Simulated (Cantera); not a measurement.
A closed system holds: 1 mol Fe(CO)5, 1.7 mol O2, 3.1 mol H2, equilibrated at 973 K.

Cantera equilibrium calculation (NASA polynomials, part measured and part estimated; ideal gas, pure solids and liquids). Candidate condensed phases: C, C6H6, C7H8, C8H18, Fe, Fe(CO)5, FeO, Fe(OH)2, Fe(OH)3, Fe2O3, Fe3O4, H2O; 114 gas species. The tables' stoichiometric FeO is somewhat more stable than real wüstite, so its field is too wide. FeO: taken at fixed stoichiometry. The numbers say what is thermodynamically allowed, not how fast it happens.

x: gas mole fraction; n: condensed amount in mol.

| P (Pa) | x CO | x CO2 | x H2 | x H2O | x CH4 | n FeO(s) | n C(graphite) |
|---|---|---|---|---|---|---|---|
| 10 | 0.412 | 0.206 | 0.292 | 0.0906 | 9.06e-11 | 1.00 | 0 |
| 52 | 0.412 | 0.206 | 0.292 | 0.0906 | 2.45e-9 | 1.00 | 0 |
| 270 | 0.412 | 0.206 | 0.292 | 0.0906 | 6.60e-8 | 1.00 | 0 |
| 1400 | 0.412 | 0.206 | 0.292 | 0.0906 | 1.78e-6 | 1.00 | 0 |
| 7200 | 0.412 | 0.206 | 0.292 | 0.0906 | 4.69e-5 | 1.00 | 0 |
| 37000 | 0.410 | 0.207 | 0.290 | 0.0909 | ? | 1.00 | 0 |
| 190000 | ? | ? | ? | ? | ? | 1.00 | ? |
| 1000000 | 0.192 | 0.370 | 0.181 | 0.216 | 0.0420 | 1.00 | 1.11 |

Q: What belongs in the gaps?

A: 
- 190000, x CO: 0.361
- 190000, x CO2: 0.249
- 190000, x H2: 0.262
- 190000, x H2O: 0.112
- 190000, x CH4: 0.0167
- 190000, n C(graphite): 0.221
- 37000, x CH4: 0.00121
